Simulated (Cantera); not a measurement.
An isothermal, constant-pressure homogeneous reactor starts with C3H8 : H2 = 1 : 3.1 (molar parts), at 1175 K and 0.0150 bar.

Detailed kinetics in Cantera: GRI-Mech 3.0 (53 species, 325 reactions). GRI-Mech 3.0 was tuned for natural gas; its chemistry of propane as a main component is partial and can be far from experiment. GRI-Mech 3.0 stops at C3 and has no aromatics, soot or wall deposition, so with more carbon than oxygen in the feed, carbon stays in small species such as C2H2 where larger ones or solid carbon would form. Radical loss at walls, strong at low pressure, is not modelled.

Problem. Predict: x(C3H8) at 200 s; x(H2) at 200 s; x(CH4) at 200 s; x(C2H6) at 200 s; x(C2H4) at 200 s; x(C2H2) at 200 s.

Solution. 
- x(C3H8) at 200 s = 4.31e-8 (gas-phase equilibrium 3.03e-8)
- x(H2) at 200 s = 0.666 (gas-phase equilibrium 0.636)
- x(CH4) at 200 s = 0.164 (gas-phase equilibrium 0.208)
- x(C2H6) at 200 s = 5.72e-5 (gas-phase equilibrium 4.48e-5)
- x(C2H4) at 200 s = 0.0285 (gas-phase equilibrium 0.0228)
- x(C2H2) at 200 s = 0.141 (gas-phase equilibrium 0.133)
